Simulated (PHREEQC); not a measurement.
A made-up water analysis in mg/kgw, 25 °C, pH 5.96, pe 9.1: Na 1970; K 45.5; Ca 110; Mg 108; Cl 3610; S(6) as SO4 218; Alkalinity as HCO3 2.36e-05; Li 13.6.

Valence states are taken as typed.

The numbers come from PHREEQC with the ion-association model, phreeqc.dat.

The ionic strength comes out as 0.112 mol/kgw and the specific conductance is 10800 µS/cm. The density is 1.001 g/cm³ and the charge-balance error is -1.5 %.

```
species  molality  activity   log γ
-------  --------  --------  ------
Cl-         0.102    0.0772  -0.120
Na+        0.0854    0.0665  -0.109
Mg+2      0.00421   0.00166  -0.403
Ca+2      0.00264  0.000998  -0.423
Li+       0.00196   0.00154  -0.103
SO4-2     0.00167  0.000599  -0.446
K+        0.00116  0.000876  -0.122
NaSO4-   0.000256  0.000200  -0.107
MgSO4    0.000228  0.000234   0.011
```

This is a speciation only: nothing precipitates in the calculation. Complexes and solids missing from the database can't appear.
